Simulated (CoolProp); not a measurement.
A closed Brayton cycle with carbon dioxide: compressor inlet 310.15 K and 9.6 MPa, high pressure 21.8 MPa, turbine inlet 710 K, compressor efficiency 0.85, turbine efficiency 0.93, recuperator effectiveness 0.95 (on enthalpy, no pinch check). Each further row changes one setting.

The numbers come from the reference Helmholtz-energy equation of state, Span 1996 in CoolProp.

| case | thermal efficiency (%) | net work (kJ/kg) | compressor to turbine work | compressor exit (K) | turbine exit (K) |
|---|---|---|---|---|---|
| as stated | (withheld) | 74.7 | 0.21 | 334.0 | 616.3 |
| turbine inlet 660 K | 31.0 | 66.5 | 0.23 | 334.0 | 569.9 |
| compressor inlet 320.15 K | 31.9 | 64.6 | 0.32 | 370.1 | 616.3 |
| high pressure 18.5 MPa | (withheld) | (withheld) | 0.19 | 328.6 | (withheld) |
| recuperator effectiveness 0.5 | 19.2 | 74.7 | 0.21 | 334.0 | 616.3 |

Problem. What belongs in the gaps?

Solution. 
- as stated, thermal efficiency (%): 33.1
- high pressure 18.5 MPa, thermal efficiency (%): 31.2
- high pressure 18.5 MPa, net work (kJ/kg): 62.2
- high pressure 18.5 MPa, turbine exit (K): 634.8
